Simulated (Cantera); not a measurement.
A perfectly stirred reactor is fed with C₂H₆ : N₂ = 1 : 1.8 (molar parts), at 1.01 bar; it is held at 1348 K, and followed from long to short residence time.

Detailed kinetics in Cantera: GRI-Mech 3.0 (53 species, 325 reactions). GRI-Mech 3.0 stops at C3 and has no aromatics, soot or wall deposition, so with more carbon than oxygen in the feed, carbon stays in small species such as C2H2 where larger ones or solid carbon would form.

**Question.** Predict: x(C₂H₆) at τ = 0.950 s; x(CH₄) at τ = 0.950 s; x(C₂H₂) at τ = 0.950 s; x(C₂H₄) at τ = 0.950 s; x(C₂H₆) at τ = 45.0 ms; x(CH₄) at τ = 45.0 ms; x(CH₂) at τ = 45.0 ms; x(C₂H₂) at τ = 45.0 ms; x(C₂H₄) at τ = 45.0 ms.

**Answer.** 
| Item | Result |
|---|---|
| x(C₂H₆) at τ = 0.950 s | 0.00155 |
| x(CH₄) at τ = 0.950 s | 0.0988 |
| x(C₂H₂) at τ = 0.950 s | 0.128 |
| x(C₂H₄) at τ = 0.950 s | 0.0636 |
| x(C₂H₆) at τ = 45.0 ms | 0.00963 |
| x(CH₄) at τ = 45.0 ms | 0.0738 |
| x(CH₂) at τ = 45.0 ms | 2.13e-9 |
| x(C₂H₂) at τ = 45.0 ms | 0.0988 |
| x(C₂H₄) at τ = 45.0 ms | 0.104 |
